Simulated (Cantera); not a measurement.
A Cantera script and what it prints.

```python
import numpy as np
import cantera as ct

gas_names = """
    C CN CO CO2 C2 CCN CNC C2N2 C2O C3 C3O2 C4 C4N2 C5 Fe FeC5O5 FeO N NCO NO NO2 NO3 N2 N2O O O2 O3
""".split()
cond_names = """
    C(gr) Fe(a) Fe(c) Fe(d) Fe(L) FeC5O5(L) FeO(s) FeO(L) Fe2O3(s) Fe3O4(s)
""".split()


# ... load() reads the species with a 1 bar reference pressure and builds the phases ...
atoms = {
    'Fe(CO)5': {'Fe': 1, 'C': 5, 'O': 5},
    'N2': {'N': 2},
}
top_T = {'C(gr)': 4500, 'Fe2O3(s)': 1830, 'Fe3O4(s)': 1870}  # K; cautious upper limits of use, not melting points


# ... equilibrate(T, P, feed) seeds the gas with the atoms and calls Mixture.equilibrate('TP', solver="vcs", rtol=1e-11, max_steps=5000) ...
results = []
feed = {'Fe(CO)5': 1, 'N2': 7}  # mol
P = 5800  # Pa
for T in [948, 998, 1048, 1098, 1148, 1198, 1248, 1298, 1348, 1398, 1448, 1498, 1548]:
    mix = equilibrate(T, P, feed)
    results.append((T, P, feed, dict(zip(mix.species_names, mix.species_moles))))
    x = sorted(zip(gas.X, gas.species_names), reverse=True)
    print(f"T = {T:g} K  P = {P:g} Pa  gas = {mix.phase_moles(0):.4g} mol")
    print("   x: " + "  ".join(f"{s} {v:.3e}" for v, s in x if v > 1e-05))
    print("   condensed (mol): " + ("  ".join(f"{mix.phase(i).name} {mix.phase_moles(i):.4g}"
          for i in range(1, mix.n_phases) if mix.phase_moles(i) > 1e-12) or "none"))
```

It prints:

```
T = 948 K  P = 5800 Pa  gas = 11.82 mol
   x: N2 5.924e-01  CO 3.920e-01  CO2 1.561e-02
   condensed (mol): C(gr) 0.1844  Fe(a) 1
T = 998 K  P = 5800 Pa  gas = 11.93 mol
   x: N2 5.867e-01  CO 4.076e-01  CO2 5.697e-03
   condensed (mol): C(gr) 0.06798  Fe(a) 1
T = 1048 K  P = 5800 Pa  gas = 11.97 mol
   x: N2 5.846e-01  CO 4.132e-01  CO2 2.197e-03
   condensed (mol): C(gr) 0.02631  Fe(a) 1
T = 1098 K  P = 5800 Pa  gas = 11.99 mol
   x: N2 5.839e-01  CO 4.152e-01  CO2 9.129e-04
   condensed (mol): C(gr) 0.01095  Fe(a) 1
T = 1148 K  P = 5800 Pa  gas = 12 mol
   x: N2 5.836e-01  CO 4.160e-01  CO2 4.084e-04
   condensed (mol): C(gr) 0.004899  Fe(a) 1
T = 1198 K  P = 5800 Pa  gas = 12 mol
   x: N2 5.834e-01  CO 4.164e-01  CO2 1.955e-04
   condensed (mol): C(gr) 0.002345  Fe(c) 1
T = 1248 K  P = 5800 Pa  gas = 12 mol
   x: N2 5.834e-01  CO 4.165e-01  CO2 9.937e-05
   condensed (mol): C(gr) 0.001192  Fe(c) 1
T = 1298 K  P = 5800 Pa  gas = 12 mol
   x: N2 5.834e-01  CO 4.166e-01  CO2 5.332e-05
   condensed (mol): C(gr) 0.0006398  Fe(c) 1
T = 1348 K  P = 5800 Pa  gas = 12 mol
   x: N2 5.834e-01  CO 4.166e-01  CO2 3.001e-05
   condensed (mol): C(gr) 0.0003601  Fe(c) 1
T = 1398 K  P = 5800 Pa  gas = 12 mol
   x: N2 5.833e-01  CO 4.166e-01  CO2 1.763e-05
   condensed (mol): C(gr) 0.0002116  Fe(c) 1
T = 1448 K  P = 5800 Pa  gas = 12 mol
   x: N2 5.833e-01  CO 4.166e-01  CO2 1.076e-05
   condensed (mol): C(gr) 0.0001291  Fe(c) 1
T = 1498 K  P = 5800 Pa  gas = 12 mol
   x: N2 5.833e-01  CO 4.167e-01
   condensed (mol): C(gr) 8.157e-05  Fe(c) 1
T = 1548 K  P = 5800 Pa  gas = 12 mol
   x: N2 5.833e-01  CO 4.167e-01
   condensed (mol): C(gr) 5.31e-05  Fe(c) 0.9999
```

Method: chemical equilibrium by Gibbs-energy minimisation in Cantera with the NASA 1993 tables (ideal gas, pure condensed phases). Condensed phases not in the tables: cementite and carbon dissolved in iron.
